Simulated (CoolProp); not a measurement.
Vapour-liquid equilibrium of R125 (1) + R143a (2) at 115 kPa; x and y are mole fractions of (1).

Computed with CoolProp (multi-fluid Helmholtz-energy mixture model, Lemmon 2005 and Lemmon and Jacobsen 2000; pair parameters Lemmon 2004).

Question: Give the bubble temperature and the first vapour's composition at x = 0.5, 0.65, 0.95. Is there an azeotrope?

Answer: x = 0.5: -44.1 °C, y = 0.510; x = 0.65: -44.4 °C, y = 0.670; x = 0.95: -45.3 °C, y = 0.958. y crosses x between x = 0.35 and 0.5: the model has an azeotrope there.

Pair parameters are fitted to limited data, so mixtures are less certain than the pure fluids.
